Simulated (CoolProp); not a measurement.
Saturated liquid density (kg/m³) of c-C4F8 (RC318): the reference equation beside estimates from Tc = 388.4 K, pc = 27.78 bar, ω = 0.355. Rackett uses Z = 0.29056 − 0.08775 ω.

Computed with CoolProp (reference Helmholtz-energy equation of state, Platzer 1990). This equation is an older, rougher fit; its heat capacities, sound speeds and derivatives of the liquid may be far off and weren't checked against measurements.

| T (K) | reference | Rackett | Redlich-Kwong | Soave-Redlich-Kwong |
|---|---|---|---|---|
| 272.7 | 1595 | 1723 | 1421 | 1503 |
| 276.2 | 1583 | 1709 | 1407 | 1490 |
| 279.6 | 1570 | 1695 | 1393 | 1477 |
| 283.1 | 1557 | 1680 | 1378 | 1463 |
| 286.6 | 1544 | 1665 | 1364 | 1449 |
| 290.1 | 1530 | 1650 | 1349 | 1435 |
| 293.6 | 1516 | 1635 | 1333 | 1420 |
| 297.1 | 1503 | 1619 | 1318 | 1404 |
| 300.6 | 1488 | 1603 | 1302 | 1388 |
| 304.1 | 1474 | 1587 | 1285 | 1372 |

Absolute difference from the reference over all 10 rows, mean and median: Rackett 7.8 and 7.8 %, Redlich-Kwong 11.8 and 11.7 %, Soave-Redlich-Kwong 6.3 and 6.2 %.
